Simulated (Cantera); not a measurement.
A Cantera script and its output.

```python
import numpy as np
import cantera as ct

gas = ct.Solution("gri30.yaml")
gas.TPX = 1925, 1000000, {'CH4': 1, 'H2O': 0.41, 'H2': 0.18}
reactor = ct.IdealGasConstPressureReactor(gas, energy="off", clone=False)
net = ct.ReactorNet([reactor])
net.rtol, net.atol = 1e-08, 1e-18
show = ['CH4', 'H2O', 'H2', 'CH2O', 'CO', 'O2', 'CH2']
times = np.geomspace(0.0002, 40, 15)

steps = ct.SolutionArray(gas, extra=["t"])
rows = []
print(f"{'t/s':>10s}{'T/K':>9s}{'P/Pa':>11s}" + "".join(f"{s:>11s}" for s in show))
for t in times:
    while net.time < t:
        t_next = net.step()
        steps.append(gas.state, t=t_next)
    rows.append([np.interp(t, steps.t, y) for y in (steps.T, steps.P, *steps(*show).X.T)])
    print(f"{t:10.3e}{rows[-1][0]:9.1f}{rows[-1][1]:11.4g}" + "".join(f"{x:11.3e}" for x in rows[-1][2:]))
rate = np.gradient(steps.T, steps.t)
print("integrator steps:", len(steps.t))
if steps.T.max() > steps.T[0] + 200:
    print(f"time of steepest temperature rise: {steps.t[rate.argmax()]:.4e} s")
gas.TPX = 1925, 1000000, {'CH4': 1, 'H2O': 0.41, 'H2': 0.18}
gas.equilibrate("TP")
print(f"equilibrium (TP): T = {gas.T:.1f} K  " + "  ".join(f"{s} {gas[s].X[0]:.3e}" for s in show))
```

Result:

```
       t/s      T/K       P/Pa        CH4        H2O         H2       CH2O         CO         O2        CH2
 2.000e-04   1925.0      1e+06  2.021e-01  1.881e-01  4.743e-01  7.888e-06  3.343e-03  1.273e-10  8.553e-07
 4.783e-04   1925.0      1e+06  1.181e-01  1.696e-01  5.506e-01  3.981e-06  7.300e-03  8.457e-11  6.356e-07
 1.144e-03   1925.0      1e+06  7.046e-02  1.511e-01  5.995e-01  2.120e-06  1.586e-02  6.210e-11  4.975e-07
 2.735e-03   1925.0      1e+06  5.419e-02  1.268e-01  6.296e-01  1.378e-06  3.322e-02  4.255e-11  4.023e-07
 6.540e-03   1925.0      1e+06  5.057e-02  9.132e-02  6.587e-01  9.659e-07  6.222e-02  2.166e-11  3.086e-07
 1.564e-02   1925.0      1e+06  4.718e-02  4.979e-02  6.920e-01  6.467e-07  9.807e-02  6.408e-12  2.175e-07
 3.740e-02   1925.0      1e+06  4.386e-02  1.655e-02  7.188e-01  4.827e-07  1.280e-01  7.166e-13  1.567e-07
 8.944e-02   1925.0      1e+06  4.219e-02  1.875e-03  7.308e-01  4.344e-07  1.415e-01  9.323e-15  1.332e-07
 2.139e-01   1925.0      1e+06  4.197e-02  2.415e-05  7.324e-01  4.294e-07  1.432e-01  2.080e-18  1.304e-07
 5.115e-01   1925.0      1e+06  4.196e-02  1.084e-05  7.324e-01  4.293e-07  1.432e-01  5.715e-19  1.304e-07
 1.223e+00   1925.0      1e+06  4.196e-02  1.084e-05  7.324e-01  4.293e-07  1.432e-01  5.715e-19  1.304e-07
 2.925e+00   1925.0      1e+06  4.196e-02  1.084e-05  7.324e-01  4.293e-07  1.432e-01  5.715e-19  1.304e-07
 6.995e+00   1925.0      1e+06  4.196e-02  1.084e-05  7.324e-01  4.293e-07  1.432e-01  5.715e-19  1.304e-07
 1.673e+01   1925.0      1e+06  4.196e-02  1.084e-05  7.324e-01  4.293e-07  1.432e-01  5.715e-19  1.304e-07
 4.000e+01   1925.0      1e+06  4.196e-02  1.084e-05  7.324e-01  4.293e-07  1.432e-01  5.715e-19  1.304e-07
integrator steps: 1571
equilibrium (TP): T = 1925.0 K  CH4 4.196e-02  H2O 1.100e-05  H2 7.324e-01  CH2O 4.293e-07  CO 1.432e-01  O2 5.861e-19  CH2 1.304e-07
```

Cantera simulation using GRI-Mech 3.0 (53 species, 325 reactions); the numbers are that mechanism's predictions, not measurements. GRI-Mech 3.0 stops at C3 and has no aromatics, soot or wall deposition, so with more carbon than oxygen in the feed, carbon stays in small species such as C2H2 where larger ones or solid carbon would form.
